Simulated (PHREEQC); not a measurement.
Dissolve 0.039 mol/kgw HF, 0.044 mol/kgw KF and 0.0047 mol/kgw H3PO4 at 20 °C. Closed to the air; pH follows from the charge balance.

All values are PHREEQC results (ion-association model, phreeqc.dat), not measurements.

```
quantity                   before    after
------------------------  -------  -------
pH                           3.03     3.21
ionic strength (mol/kgw)   0.0451  0.00507
F- (mol/kgw)               0.0359  0.00457
HF2- (mol/kgw)            0.00492  6.07e-5
```

Problem. Name the change that produced these shifts.
(A) HF left out
(B) HF from 0.039 to 0.0351 mol/kgw
(C) diluted 10-fold with water
(D) H3PO4 left out
(E) H3PO4 replaced by KH2PO4 at the same molality

Solution. C, diluted 10-fold with water

This is a speciation only: nothing precipitates in the calculation.
